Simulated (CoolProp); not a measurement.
The fluid at 486.6 K and 1.62 MPa expands adiabatically to 0.327 MPa with isentropic efficiency 0.8. The same conditions are run with several fluids, on thermodynamics alone (safety and materials aside).

Computed with CoolProp (reference Helmholtz-energy equation of state of each fluid (R113: Marx 1992; R404A: Lemmon 2003; R365MFC: Lemmon 2016; R507A: Lemmon 2003; c-C4F8 (RC318): Platzer 1990)). The equations of Platzer and Polt are older, rougher fits. Blends and air are pseudo-pure fits.

Problem. Rank R113, R404A, R365MFC, R507A, c-C4F8 (RC318) by work (kJ/kg), highest first.

Solution. R404A (48.4), R507A (47.8), R365MFC (30.5), c-C4F8 (RC318) (23.7), R113 (23.4)

```json
[
 {"fluid": "R113", "final temperature (K)": "443.0", "final density (kg/m³)": "17.4"},
 {"fluid": "R404A", "final temperature (K)": "438.4", "final density (kg/m³)": "8.88"},
 {"fluid": "R365MFC", "final temperature (K)": "453.3", "final density (kg/m³)": "13.4"},
 {"fluid": "R507A", "final temperature (K)": "438.7", "final density (kg/m³)": "8.98"},
 {"fluid": "c-C4F8 (RC318)", "final temperature (K)": "457.5", "final density (kg/m³)": "17.6"}
]
```
